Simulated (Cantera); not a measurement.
Charge: 1 mol CH3OH, 2.1 mol H2O, 1.8 mol N2, at 2425 K and 64.0 Pa.

These are equilibrium values from Cantera (NASA tables, ideal gas, pure condensed phases), not measurements of a reactor. Candidate condensed phases: C, C6H6, C7H8, C8H18, H2O; 136 gas species. Kinetics and transport are ignored.

Base state: H 0.297, N2 0.201, H2 0.176, H2O 0.118, CO 0.101, O 0.0426, OH 0.0379, O2 0.0119 (mole fractions); condensed: gas only.

What changes in the equilibrium state with this change: temperature from 2425 K to 3000 K?


```json
[
 {"species": "H", "before": "0.297", "after": "0.612"},
 {"species": "O", "before": "0.0426", "after": "0.155"},
 {"species": "N2", "before": "0.201", "after": "0.139"},
 {"species": "H2", "before": "0.176", "after": "0.00963"},
 {"species": "H2O", "before": "0.118", "after": "0.000188"},
 {"species": "CO2", "before": "0.0114", "after": "0.000204"},
 {"species": "O2", "before": "0.0119", "after": "0.00119"},
 {"species": "OH", "before": "0.0379", "after": "0.00397"},
 {"species": "CO", "before": "0.101", "after": "0.0774"},
 {"species": "N", "before": "2.53e-6", "after": "0.000205"},
 {"species": "NO", "before": "0.00241", "after": "0.00151"}
]
```

What changes in the equilibrium state with this change: N2 from 1.8 to 32 mol?


| species | before | after |
|---|---|---|
| N2 | 0.201 | 0.783 |
| H | 0.297 | 0.118 |
| H2 | 0.176 | 0.0277 |
| H2O | 0.118 | 0.00997 |
| CO2 | 0.0114 | 0.00139 |
| OH | 0.0379 | 0.00804 |
| CO | 0.101 | 0.0231 |
| O2 | 0.0119 | 0.00339 |
| O | 0.0426 | 0.0228 |
| NO | 0.00241 | 0.00254 |
